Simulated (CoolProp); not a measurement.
Vapour pressure (MPa) of CH2F2 (R32): the reference equation beside estimates from Tc = 78.1 °C, pc = 5.783 MPa, ω = 0.277. Clausius-Clapeyron is anchored at -80.55 °C with a constant enthalpy of vaporisation of 21.39 kJ/mol.

Computed with CoolProp (reference Helmholtz-energy equation of state, Tillner-Roth 1997).

| T (°C) | reference | Lee-Kesler | Clausius-Clapeyron | van der Waals | Redlich-Kwong | Soave-Redlich-Kwong | Peng-Robinson |
|---|---|---|---|---|---|---|---|
| -110.15 | 0.001430 | 0.001186 | 0.001586 | 0.09524 | 0.004359 | 0.001228 | 0.001371 |
| -104.25 | 0.002571 | 0.002180 | 0.002753 | 0.1228 | 0.007471 | 0.002250 | 0.002473 |
| -98.35 | 0.004417 | 0.003821 | 0.004605 | 0.1556 | 0.01223 | 0.003932 | 0.004262 |
| -92.35 | 0.007344 | 0.006477 | 0.007505 | 0.1951 | 0.01936 | 0.006644 | 0.007110 |
| -86.45 | 0.01167 | 0.01048 | 0.01177 | 0.2404 | 0.02932 | 0.01071 | 0.01134 |
| -80.55 | 0.01795 | 0.01638 | 0.01795 | 0.2926 | 0.04301 | 0.01669 | 0.01749 |
| -74.65 | 0.02680 | 0.02483 | 0.02670 | 0.3523 | 0.06132 | 0.02522 | 0.02620 |
| -68.65 | 0.03920 | 0.03684 | 0.03905 | 0.4212 | 0.08568 | 0.03729 | 0.03843 |
| -62.75 | 0.05561 | 0.05292 | 0.05558 | 0.4975 | 0.1163 | 0.05340 | 0.05467 |
| -56.85 | 0.07718 | 0.07429 | 0.07758 | 0.5827 | 0.1548 | 0.07476 | 0.07607 |
| -50.95 | 0.1050 | 0.1021 | 0.1064 | 0.6772 | 0.2021 | 0.1025 | 0.1037 |
| -44.95 | 0.1410 | 0.1383 | 0.1443 | 0.7834 | 0.2605 | 0.1386 | 0.1396 |
| -39.05 | 0.1852 | 0.1830 | 0.1917 | 0.8981 | 0.3294 | 0.1832 | 0.1838 |
| -33.15 | 0.2396 | 0.2384 | 0.2512 | 1.023 | 0.4108 | 0.2384 | 0.2383 |
| -27.15 | 0.3071 | 0.3072 | 0.3262 | 1.162 | 0.5078 | 0.3070 | 0.3060 |

Absolute difference from the reference over all 15 rows, mean and median: Lee-Kesler 7.0 and 6.0 %, Clausius-Clapeyron 3.0 and 2.2 %, van der Waals 1755.7 and 974.5 %, Redlich-Kwong 125.0 and 118.6 %, Soave-Redlich-Kwong 5.7 and 4.9 %, Peng-Robinson 2.1 and 2.0 %.
